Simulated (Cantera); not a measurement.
An isothermal, constant-pressure homogeneous reactor starts with CH4 : H2 : H = 0.015 : 1 : 0.0062 (molar parts), at 1775 K and 100.0 Torr.

Computed with Cantera and GRI-Mech 3.0 (53 species, 325 reactions). GRI-Mech 3.0 stops at C3 and has no aromatics, soot or wall deposition, so with more carbon than oxygen in the feed, carbon stays in small species such as C2H2 where larger ones or solid carbon would form.

Predict: x(CH4) at 1.00 s; x(H2) at 1.00 s; x(H) at 1.00 s; x(C2H6) at 1.00 s; x(C2H) at 1.00 s; x(C2H4) at 1.00 s; x(C2H2) at 1.00 s.


```
Quantity                                               Value
-----------------  -----------------------------------------
x(CH4) at 1.00 s    0.00262 (gas-phase equilibrium 0.000759)
x(H2) at 1.00 s          0.991 (gas-phase equilibrium 0.992)
x(H) at 1.00 s     0.000789 (gas-phase equilibrium 0.000795)
x(C2H6) at 1.00 s    3.66e-8 (gas-phase equilibrium 4.90e-9)
x(C2H) at 1.00 s     3.70e-8 (gas-phase equilibrium 4.32e-8)
x(C2H4) at 1.00 s    2.22e-5 (gas-phase equilibrium 2.51e-5)
x(C2H2) at 1.00 s    0.00592 (gas-phase equilibrium 0.00685)
```
